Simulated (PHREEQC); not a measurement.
**Silver or lead bath**

Solution (25 °C): 7.4e-05 mol/kgw AgNO3 and 0.3 mol/kgw KNO3. Closed to the air; pH follows from the charge balance.

Model: ion-association model, wateq4f.dat, run in PHREEQC.

```yaml
pH: 6.97
ionic_strength: 0.300 mol/kgw
activity_of_water: 0.990
```

```json
[
 {"species": "NO3-", "molality": "0.300", "activity": "0.198", "log γ": "-0.181"},
 {"species": "K+", "molality": "0.300", "activity": "0.204", "log γ": "-0.167"},
 {"species": "Ag+", "molality": "6.92e-5", "activity": "5.08e-5", "log γ": "-0.135"},
 {"species": "AgNO3", "molality": "4.80e-6", "activity": "5.14e-6", "log γ": "0.030"},
 {"species": "H+", "molality": "1.37e-7", "activity": "1.07e-7", "log γ": "-0.107"},
 {"species": "OH-", "molality": "1.37e-7", "activity": "9.22e-8", "log γ": "-0.171"}
]
```

This is a speciation only: nothing precipitates in the calculation. Complexes and solids missing from the database can't appear.
